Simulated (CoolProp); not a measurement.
Ethylene along the isotherm 31.75 °C: fugacity coefficient from the reference equation and from simpler models built on Tc = 9.2 °C, pc = 5.042 MPa, ω = 0.087; each cubic takes its own stable root.

The numbers come from the reference Helmholtz-energy equation of state, Smukala 2000 in CoolProp.

```json
[
 {"p (MPa)": "0.54", "phase": "gas", "reference": "0.9717"},
 {"p (MPa)": "1.08", "phase": "gas", "reference": "0.9437"},
 {"p (MPa)": "1.62", "phase": "gas", "reference": "0.9160"},
 {"p (MPa)": "2.16", "phase": "gas", "reference": "0.8886"},
 {"p (MPa)": "2.7", "phase": "gas", "reference": "0.8614"},
 {"p (MPa)": "3.24", "phase": "gas", "reference": "0.8344"},
 {"p (MPa)": "3.78", "phase": "gas", "reference": "0.8076"},
 {"p (MPa)": "4.32", "phase": "gas", "reference": "0.7809"},
 {"p (MPa)": "4.86", "phase": "gas", "reference": "0.7542"},
 {"p (MPa)": "5.4", "phase": "supercritical", "reference": "0.7276"},
 {"p (MPa)": "5.94", "phase": "supercritical", "reference": "0.7009"},
 {"p (MPa)": "6.48", "phase": "supercritical", "reference": "0.6740"},
 {"p (MPa)": "7.02", "phase": "supercritical", "reference": "0.6470"},
 {"p (MPa)": "7.56", "phase": "supercritical", "reference": "0.6203"}
]
```

Task: How far does each simpler model (Redlich-Kwong, Soave-Redlich-Kwong) lie from the reference over these 14 states: mean and median of the absolute difference, and the worst?

Result: 
- Redlich-Kwong: mean 0.4 %, median 0.5 %, worst -0.6 % at 31.75 °C and 6.48 MPa
- Soave-Redlich-Kwong: mean 0.1 %, median 0.1 %, worst +0.6 % at 31.75 °C and 7.56 MPa
